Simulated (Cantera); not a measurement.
## Ammonia decomposition in nitride growth gas

A perfectly stirred reactor is fed with 70.4 % NH₃, 29.6 % H₂, at 390 Torr; it is held at 2025 K, and followed from long to short residence time.

Cantera simulation using the gas-phase N/H chemistry of the illustrative SiF4/NH3 mechanism in the Surface Chemkin manual (1991); the numbers are that mechanism's predictions, not measurements. Walls and surfaces, which speed up NH3 decomposition in real reactors, are not modelled.

```json
[
 {"τ (s)": "1.5", "x NH₃": "0.0219", "x H₂": "0.777", "x N₂H₄": "2.22e-9", "x NH₂": "0.000106", "x H": "0.00129"},
 {"τ (s)": "0.54", "x NH₃": "0.0548", "x H₂": "0.754", "x N₂H₄": "7.88e-9", "x NH₂": "0.000200", "x H": "0.000938"},
 {"τ (s)": "0.20", "x NH₃": "0.126", "x H₂": "0.704", "x N₂H₄": "2.44e-8", "x NH₂": "0.000352", "x H": "0.000671"},
 {"τ (s)": "0.071", "x NH₃": "0.262", "x H₂": "0.608", "x N₂H₄": "6.52e-8", "x NH₂": "0.000575", "x H": "0.000456"},
 {"τ (s)": "0.026", "x NH₃": "0.432", "x H₂": "0.488", "x N₂H₄": "1.27e-7", "x NH₂": "0.000803", "x H": "0.000310"},
 {"τ (s)": "0.0093", "x NH₃": "0.574", "x H₂": "0.387", "x N₂H₄": "1.85e-7", "x NH₂": "0.000970", "x H": "0.000224"},
 {"τ (s)": "0.0034", "x NH₃": "0.650", "x H₂": "0.333", "x N₂H₄": "2.16e-7", "x NH₂": "0.00105", "x H": "0.000184"},
 {"τ (s)": "0.0012", "x NH₃": "0.685", "x H₂": "0.309", "x N₂H₄": "2.20e-7", "x NH₂": "0.00106", "x H": "0.000164"},
 {"τ (s)": "0.00044", "x NH₃": "0.697", "x H₂": "0.300", "x N₂H₄": "1.95e-7", "x NH₂": "0.000996", "x H": "0.000147"}
]
```
x: mole fraction; the columns are a selection and need not sum to one.
